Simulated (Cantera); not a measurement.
Equilibrium for hydrogen reduction and annealing atmospheres: FeS + H2

Charge: 1 mol FeS, 1300 mol H2, at 7.70 bar.

These are equilibrium values from Cantera (NASA tables, ideal gas, pure condensed phases), not measurements of a reactor. Candidate condensed phases: Fe, FeS, FeS2, S; 8 gas species. The numbers say what is thermodynamically allowed, not how fast it happens.

```tsv
T (K)	x H2	x H	x H2S	x Fe	x SH	x S	x S2	n Fe(γ)	n Fe(δ)	n Fe(l)
1473	0.999	4.56e-6	0.000768	1.09e-8	9.69e-7	7.12e-10	4.46e-9	1.000	0	0
1523	0.999	8.33e-6	0.000768	3.15e-8	1.51e-6	1.62e-9	7.23e-9	1.000	0	0
1573	0.999	1.46e-5	0.000767	8.54e-8	2.28e-6	3.51e-9	1.14e-8	1.000	0	0
1623	0.999	2.49e-5	0.000766	2.17e-7	3.35e-6	7.24e-9	1.74e-8	1.000	0	0
1673	0.999	4.10e-5	0.000764	5.21e-7	4.82e-6	1.43e-8	2.59e-8	0	0.999	0
1723	0.999	6.57e-5	0.000762	1.19e-6	6.78e-6	2.71e-8	3.76e-8	0	0.998	0
1773	0.999	0.000102	0.000760	2.57e-6	9.34e-6	4.95e-8	5.34e-8	0	0.997	0
1823	0.999	0.000156	0.000756	5.29e-6	1.26e-5	8.75e-8	7.41e-8	0	0	0.993
1873	0.999	0.000232	0.000752	1.03e-5	1.68e-5	1.50e-7	1.01e-7	0	0	0.987
1923	0.999	0.000339	0.000747	1.92e-5	2.19e-5	2.49e-7	1.35e-7	0	0	0.975
1973	0.999	0.000486	0.000740	3.48e-5	2.82e-5	4.02e-7	1.76e-7	0	0	0.955
2023	0.998	0.000684	0.000732	6.11e-5	3.58e-5	6.33e-7	2.27e-7	0	0	0.921
2073	0.998	0.000947	0.000723	0.000104	4.47e-5	9.73e-7	2.86e-7	0	0	0.864
```
x: gas mole fraction; n: condensed amount in mol.

From 1473 K to 1623 K the condensed part is Fe(γ). From 1673 K to 1773 K the condensed part is Fe(δ). From 1823 K to 2073 K the condensed part is Fe(l). The main Fe-bearing gas is Fe throughout.
